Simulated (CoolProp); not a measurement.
100 sccm (0 °C, 1 atm) of nitrogen bubbles through liquid isohexane at 297.3 K and leaves saturated at a total pressure of 0.15 MPa (ideal gas phase). Each further row changes one setting.

Values from CoolProp's reference Helmholtz-energy equation of state, Lemmon 2006. It is a short technical equation, of lower accuracy than the large ones.

```json
[
 {"case": "as stated", "vapour pressure (kPa)": "27.3", "mole fraction of vapour": "0.182", "delivery (mg/min)": "85.4", "delivery (sccm)": "22.2", "change of delivery for a bath 1 K warmer (%)": "5.2"},
 {"case": "bath temperature 302.3 K", "vapour pressure (kPa)": "(withheld)", "mole fraction of vapour": "(withheld)", "delivery (mg/min)": "(withheld)", "delivery (sccm)": "28.7", "change of delivery for a bath 1 K warmer (%)": "5.3"},
 {"case": "total pressure 0.3 MPa", "vapour pressure (kPa)": "27.3", "mole fraction of vapour": "(withheld)", "delivery (mg/min)": "38.4", "delivery (sccm)": "9.99", "change of delivery for a bath 1 K warmer (%)": "4.7"}
]
```

Problem. Some entries are withheld; supply them.

Solution. 
- bath temperature 302.3 K, vapour pressure (kPa): 33.4
- bath temperature 302.3 K, mole fraction of vapour: 0.223
- bath temperature 302.3 K, delivery (mg/min): 110
- total pressure 0.3 MPa, mole fraction of vapour: 0.0908
